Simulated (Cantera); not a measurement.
A closed system holds: 1 mol SiCl₄, 11 mol O₂, at 9100 Pa.

These are equilibrium values from Cantera (NASA tables, ideal gas, pure condensed phases), not measurements of a reactor. Candidate condensed phases: Si, SiO₂; 15 gas species. Kinetics and transport are ignored. All values below are at 627 °C.

Base state: O₂ 0.833, Cl₂ 0.167, Cl 0.000100 (mole fractions); condensed: SiO₂(β-quartz).

What changes in the equilibrium state with this change: SiCl₄ replaced by SiF₄?


```
species                before   after
-------------------  --------  ------
O₂                      0.833   0.917
SiF₄                        0  0.0833
Cl₂                     0.167       0
Cl                   0.000100       0
SiO₂(β-quartz), mol      1.00       0
```
